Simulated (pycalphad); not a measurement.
An equivalent pycalphad script:

```python
from pycalphad import Database, equilibrium, calculate, variables as v
import numpy as np
db = Database('COST507.tdb')
comps = ['TI', 'HF', 'B', 'VA']
phases = ['B2M', 'B2TI', 'B4M3', 'B4TI3', 'BCC_A2', 'BETA_RHOMBO_B', 'BM', 'BTI', 'HCP_A3', 'LIQUID']
eq = equilibrium(db, comps, phases, {v.X('HF'): 0.0106, v.X('B'): 0.006, v.T: np.arange(2850, 499, -50), v.P: 101325, v.N: 1}, output=['HM', 'SM'])
```

Source of the numbers: pycalphad with the COST 507 light-alloy database (1999); pressure 1 atm. These are 1990s assessments: newer ones move some temperatures and phases. Phase fractions are per mole of atoms. Diffusion is slow at the low end, where real alloys seldom reach equilibrium.

Results at three of the temperatures:

```
T = 2450.00 K, P = 101325 Pa, N = 1 mol of atoms
G = -175624 J/mol, H = 92906 J/mol, S = 109.60 J/(mol K)  (SER reference)
chemical potentials (J/mol): Ti -173372, Hf -308854, B -309259
phase             fraction      x(Ti)      x(Hf)       x(B)
LIQUID              1.0000     0.9834     0.0106     0.0060
```

```
T = 1500.00 K, P = 101325 Pa, N = 1 mol of atoms
G = -83865 J/mol, H = 39553 J/mol, S = 82.28 J/(mol K)  (SER reference)
chemical potentials (J/mol): Ti -82364, Hf -161856, B -192139
phase             fraction      x(Ti)      x(Hf)       x(B)
BCC_A2              0.9915     0.9875     0.0107     0.0018
BM                  0.0085     0.4992    0.00083     0.5000
```

```
T = 1450.00 K, P = 101325 Pa, N = 1 mol of atoms
G = -79778 J/mol, H = 37970 J/mol, S = 81.21 J/(mol K)  (SER reference)
chemical potentials (J/mol): Ti -78293, Hf -154866, B -190458
phase             fraction      x(Ti)      x(Hf)       x(B)
BCC_A2              0.9914     0.9876     0.0107     0.0017
BM                  0.0086     0.4992   0.000794     0.5000
```

Changes of the phase set, refined by bisection:

```tsv
T (K)	phases above	phases below
1925.7	liquid	bcc + liquid
1814.2	bcc + liquid	bcc + BM
1148.4	bcc + BM	bcc + BM + hcp
1145.8	bcc + BM + hcp	BM + hcp
```

Database names, with the compositions (at.%) that they take in these runs: BM: Ti 50 B 50. BCC_A2 is bcc.
